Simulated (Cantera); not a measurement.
Input: 1 mol SiH4, 0.93 mol O3, 89 mol H2, held at 13.3 mbar.

Equilibrium computed with Cantera from the NASA thermochemical tables; the gas is ideal and each condensed phase is pure. Candidate condensed phases: H2O, Si, SiO2; 18 gas species. Rates play no part. All values below are at 402 °C.

Base state: H2 0.991, H2O 0.00868 (mole fractions); condensed: SiO2(α-quartz).

### Question
What changes in the equilibrium state with this change: O3 from 0.93 to 0.24 mol?

### Answer
```
species               before  after
-------------------  -------  -----
H2                     0.991   1.00
H2O                  0.00868  <1e-9
SiO2(α-quartz), mol     1.00  0.360
Si(s), mol                 0  0.640
```
